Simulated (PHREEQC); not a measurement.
0.13 g of hydrous ferric oxide (600 m²/g; 0.2 weak and 0.005 strong sites per Fe, Dzombak-Morel constants, diffuse double layer) in 1 kg of water with 0.01 mol/kgw of an inert sodium salt and 9.1e-06 mol MnCl2, at 25 °C; the pH is set by adding NaOH or the inert anion's acid. No oxygen is let in. The system is closed to CO2. Precipitation was switched off in this run.

Model: ion-association model, wateq4f.dat, run in PHREEQC.

Question: Predict Mn sorbed (%), surface charge σ (C/m²) at pH = 5.5, 8, 9, 9.5.

Answer: 
| pH | Mn sorbed (%) | surface charge σ (C/m²) |
|---|---|---|
| 5.5 | 0.3 | 0.077 |
| 8 | 93.5 | 0.002 |
| 9 | 99.9 | -0.012 |
| 9.5 | 100.0 | -0.022 |

Species that the database lacks are ignored.
